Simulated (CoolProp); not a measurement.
Vapour-liquid equilibrium of n-pentane (1) + cyclohexane (2) at 50.85 °C; x and y are mole fractions of (1).

Values from CoolProp's multi-fluid Helmholtz-energy mixture model, Thol 2019 and Zhou 2014; pair parameters Bell 2016.

Question: Give the bubble pressure and the first vapour's composition at x = 0.05, 0.275, 0.65. Is there an azeotrope?

Answer: x = 0.05: 44.94 kPa, y = 0.205; x = 0.275: 75.70 kPa, y = 0.629; x = 0.65: 121.3 kPa, y = 0.878. No azeotrope shows between x = 0.05 and 0.95.

The pair parameters rest on a limited set of measurements; away from them the model extrapolates.
